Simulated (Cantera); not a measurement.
Predominance diagram of Ta at 1075 K against the partial pressures of O2 and CO (log10, bar). Cantera with NASA thermochemical tables; ideal gases at 1 bar, condensed phases pure. Candidates: Ta(s), TaC(s), Ta2O5(s). Only these pure phases compete in this equilibrium. TaC: taken at fixed stoichiometry. Not in the tables: Ta2C.

**Question.** Which phase is stable at these pairs, and which metal-bearing vapour leads over it? (-22.8, -2.8); (-29.4, -12.2); (-19.6, -16); (-19.6, -8.4); (-27.7, -4.7); (-6.5, -8.4); (-21.2, -8.4)

**Answer.** 
| log p(O2) | log p(CO) | phase | chief vapour | log p (bar) |
|---|---|---|---|---|
| -22.8 | -2.8 | Ta2O5(s) | TaO2 | -21.3 |
| -29.4 | -12.2 | Ta2O5(s) | TaO2 | -19.6 |
| -19.6 | -16 | Ta2O5(s) | TaO2 | -22.1 |
| -19.6 | -8.4 | Ta2O5(s) | TaO2 | -22.1 |
| -27.7 | -4.7 | TaC(s) | TaO2 | -22.4 |
| -6.5 | -8.4 | Ta2O5(s) | TaO2 | -25.3 |
| -21.2 | -8.4 | Ta2O5(s) | TaO2 | -21.7 |
